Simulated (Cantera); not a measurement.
# Adiabatic ignition

An adiabatic, constant-volume homogeneous reactor starts with CH₄ : C₂H₆ : C₃H₈ : O₂ : N₂ = 1 : 0.24 : 0.052 : 1.82 : 6.86 (molar parts), at 1048 K and 15000 Torr.

Model: GRI-Mech 3.0 (53 species, 325 reactions), integrated in Cantera. The pressure lies above the range GRI-Mech 3.0 was tuned for (to about 10 atm).

```json
[
 {"t (s)": "1.00e-6", "T (K)": "1048", "P (bar)": "20.0", "x CH₄": "0.100", "x C₂H₆": "0.0241", "x C₃H₈": "0.00521", "x CH₂O": "4.30e-12", "x O": "<1e-12"},
 {"t (s)": "2.82e-6", "T (K)": "1048", "P (bar)": "20.0", "x CH₄": "0.100", "x C₂H₆": "0.0241", "x C₃H₈": "0.00521", "x CH₂O": "3.46e-11", "x O": "<1e-12"},
 {"t (s)": "7.95e-6", "T (K)": "1048", "P (bar)": "20.0", "x CH₄": "0.100", "x C₂H₆": "0.0241", "x C₃H₈": "0.00521", "x CH₂O": "2.63e-10", "x O": "<1e-12"},
 {"t (s)": "2.24e-5", "T (K)": "1048", "P (bar)": "20.0", "x CH₄": "0.100", "x C₂H₆": "0.0241", "x C₃H₈": "0.00521", "x CH₂O": "1.82e-9", "x O": "<1e-12"},
 {"t (s)": "6.31e-5", "T (K)": "1048", "P (bar)": "20.0", "x CH₄": "0.100", "x C₂H₆": "0.0241", "x C₃H₈": "0.00521", "x CH₂O": "1.09e-8", "x O": "<1e-12"},
 {"t (s)": "0.000178", "T (K)": "1048", "P (bar)": "20.0", "x CH₄": "0.100", "x C₂H₆": "0.0241", "x C₃H₈": "0.00521", "x CH₂O": "6.67e-8", "x O": "1.59e-12"},
 {"t (s)": "0.000502", "T (K)": "1048", "P (bar)": "20.0", "x CH₄": "0.100", "x C₂H₆": "0.0241", "x C₃H₈": "0.00521", "x CH₂O": "8.54e-7", "x O": "7.63e-12"},
 {"t (s)": "0.00141", "T (K)": "1049", "P (bar)": "20.0", "x CH₄": "0.100", "x C₂H₆": "0.0240", "x C₃H₈": "0.00519", "x CH₂O": "5.16e-5", "x O": "1.38e-10"},
 {"t (s)": "0.00399", "T (K)": "2724", "P (bar)": "59.7", "x CH₄": "4.58e-9", "x C₂H₆": "<1e-12", "x C₃H₈": "<1e-12", "x CH₂O": "2.97e-7", "x O": "1.55e-5"},
 {"t (s)": "0.0112", "T (K)": "2724", "P (bar)": "59.7", "x CH₄": "4.58e-9", "x C₂H₆": "<1e-12", "x C₃H₈": "<1e-12", "x CH₂O": "2.97e-7", "x O": "1.55e-5"},
 {"t (s)": "0.0317", "T (K)": "2724", "P (bar)": "59.7", "x CH₄": "4.58e-9", "x C₂H₆": "<1e-12", "x C₃H₈": "<1e-12", "x CH₂O": "2.97e-7", "x O": "1.55e-5"},
 {"t (s)": "0.0893", "T (K)": "2724", "P (bar)": "59.7", "x CH₄": "4.58e-9", "x C₂H₆": "<1e-12", "x C₃H₈": "<1e-12", "x CH₂O": "2.97e-7", "x O": "1.55e-5"},
 {"t (s)": "0.252", "T (K)": "2724", "P (bar)": "59.7", "x CH₄": "4.58e-9", "x C₂H₆": "<1e-12", "x C₃H₈": "<1e-12", "x CH₂O": "2.97e-7", "x O": "1.55e-5"},
 {"t (s)": "0.710", "T (K)": "2724", "P (bar)": "59.7", "x CH₄": "4.58e-9", "x C₂H₆": "<1e-12", "x C₃H₈": "<1e-12", "x CH₂O": "2.97e-7", "x O": "1.55e-5"},
 {"t (s)": "2.00", "T (K)": "2724", "P (bar)": "59.7", "x CH₄": "4.58e-9", "x C₂H₆": "<1e-12", "x C₃H₈": "<1e-12", "x CH₂O": "2.97e-7", "x O": "1.55e-5"}
]
```
x: mole fraction; the columns are a selection and need not sum to one.

```
Property                                                             Value
---------------------------------  ---------------------------------------
time of steepest temperature rise                                  3.65 ms
temperature at 2.00 s                                               2724 K
equilibrium temperature                                             2724 K
x(CH₄) at 2.00 s                   4.58e-9 (gas-phase equilibrium 5.07e-9)
x(C₂H₆) at 2.00 s                    <1e-12 (gas-phase equilibrium <1e-12)
x(C₃H₈) at 2.00 s                    <1e-12 (gas-phase equilibrium <1e-12)
```
